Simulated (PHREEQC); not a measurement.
1 kg of water holding 29 mmol/kgw KCl and 5.8 mmol/kgw K2SO4 is evaporated at 30 °C; the solids stay in contact with the brine. No CO2 enters from the air. Solids allowed: Arcanite, Misenite, Sylvite. Others were left out.

Model: Pitzer model, pitzer.dat, run in PHREEQC.

```json
[
 {"water left (kg)": "1", "ionic strength": "0.0464", "water activity": "0.999", "Arcanite (mol)": "0"},
 {"water left (kg)": "0.6755", "ionic strength": "0.0687", "water activity": "0.998", "Arcanite (mol)": "0"},
 {"water left (kg)": "0.4563", "ionic strength": "0.102", "water activity": "0.997", "Arcanite (mol)": "0"},
 {"water left (kg)": "0.3082", "ionic strength": "0.151", "water activity": "0.996", "Arcanite (mol)": "0"},
 {"water left (kg)": "0.2082", "ionic strength": "0.223", "water activity": "___", "Arcanite (mol)": "0"},
 {"water left (kg)": "0.1407", "ionic strength": "0.330", "water activity": "___", "Arcanite (mol)": "0"},
 {"water left (kg)": "0.09502", "ionic strength": "0.488", "water activity": "0.988", "Arcanite (mol)": "0"},
 {"water left (kg)": "0.05275", "ionic strength": "0.880", "water activity": "0.978", "Arcanite (mol)": "0"},
 {"water left (kg)": "0.03564", "ionic strength": "1.30", "water activity": "0.968", "Arcanite (mol)": "0"},
 {"water left (kg)": "0.02407", "ionic strength": "1.93", "water activity": "0.953", "Arcanite (mol)": "0"},
 {"water left (kg)": "0.01627", "ionic strength": "2.57", "water activity": "0.934", "Arcanite (mol)": "___"},
 {"water left (kg)": "0.01099", "ionic strength": "3.19", "water activity": "0.909", "Arcanite (mol)": "___"},
 {"water left (kg)": "0.007426", "ionic strength": "4.25", "water activity": "0.868", "Arcanite (mol)": "0.00493"},
 {"water left (kg)": "0.005012", "ionic strength": "5.19", "water activity": "0.834", "Arcanite (mol)": "0.00539"}
]
```

Question: Complete the blanks.

Answer: 
- 0.2082, water activity: 0.994
- 0.1407, water activity: 0.992
- 0.01627, Arcanite (mol): 0.00152
- 0.01099, Arcanite (mol): 0.00377

Species that the database lacks are ignored.
